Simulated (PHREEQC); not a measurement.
Dissolve 2.1 mmol/kgw NiCl2, 140 mmol/kgw NaCl and 70 mmol/kgw HCl at 26 °C. Closed to the air; pH follows from the charge balance.

Equilibrium calculation in PHREEQC: ion-association model, wateq4f.dat.

Each row changes one thing in this solution. This is a speciation only: nothing precipitates in the calculation.

```json
[
 {"case": "as made", "pH": "1.25", "Ni+2 (mol/kgw)": "0.00173", "NiCl+ (mol/kgw)": "0.000269", "NiCl2 (mol/kgw)": "0.000104", "SI of Halite (NaCl)": "-3.39", "SI of Ni(OH)2 (Ni(OH)2)": "-11.65"},
 {"case": "HCl replaced by FeCl2 at the same molality", "pH": "5.59", "Ni+2 (mol/kgw)": "0.00166", "NiCl+ (mol/kgw)": "0.000303", "NiCl2 (mol/kgw)": "0.000138", "SI of Halite (NaCl)": "-3.31", "SI of Ni(OH)2 (Ni(OH)2)": "-3.03"},
 {"case": "HCl from 0.07 to 0.14 mol/kgw", "pH": "0.96", "Ni+2 (mol/kgw)": "0.00163", "NiCl+ (mol/kgw)": "0.000315", "NiCl2 (mol/kgw)": "0.000153", "SI of Halite (NaCl)": "-3.29", "SI of Ni(OH)2 (Ni(OH)2)": "-12.29"},
 {"case": "HCl from 0.07 to 0.007 mol/kgw", "pH": "2.25", "Ni+2 (mol/kgw)": "0.00182", "NiCl+ (mol/kgw)": "0.000220", "NiCl2 (mol/kgw)": "6.45e-5", "SI of Halite (NaCl)": "-3.52", "SI of Ni(OH)2 (Ni(OH)2)": "-9.61"},
 {"case": "NiCl2 from 0.0021 to 0.0105 mol/kgw", "pH": "1.26", "Ni+2 (mol/kgw)": "0.00855", "NiCl+ (mol/kgw)": "0.00139", "NiCl2 (mol/kgw)": "0.000563", "SI of Halite (NaCl)": "-3.37", "SI of Ni(OH)2 (Ni(OH)2)": "-10.96"}
]
```

Complexes and solids missing from the database can't appear.
